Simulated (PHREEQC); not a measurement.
## Nickel, zinc or cadmium bath: speciation

Consider water at 20 °C with 0.0044 mol ZnSO4 and 0.002 mol FeSO4 per kg of water. Closed to the air; pH follows from the charge balance.

The numbers come from PHREEQC with the ion-association model, phreeqc.dat.

Each row changes one thing in this solution. This is a speciation only: nothing precipitates in the calculation.

| case | pH | ionic strength (mol/kgw) | SO4-2 (mol/kgw) | HSO4- (mol/kgw) |
|---|---|---|---|---|
| as made | 5.94 | 0.0190 | 0.00470 | 3.22e-7 |
| 0.0052 mol/kgw NaCl added | 5.91 | 0.0245 | (withheld) | (withheld) |
| ZnSO4 from 0.0044 to 0.00088 mol/kgw | (withheld) | 0.00960 | 0.00240 | 1.16e-7 |
| ZnSO4 replaced by MnSO4 at the same molality | 6.35 | (withheld) | 0.00500 | 1.30e-7 |
| FeSO4 replaced by NaHSO4 at the same molality | (withheld) | 0.0178 | 0.00468 | 0.000400 |

Problem. What belongs in the gaps?

Solution. 
- 0.0052 mol/kgw NaCl added, SO4-2 (mol/kgw): 0.00477
- 0.0052 mol/kgw NaCl added, HSO4- (mol/kgw): 3.31e-7
- ZnSO4 from 0.0044 to 0.00088 mol/kgw, pH: 6.13
- ZnSO4 replaced by MnSO4 at the same molality, ionic strength (mol/kgw): 0.0200
- FeSO4 replaced by NaHSO4 at the same molality, pH: 2.84
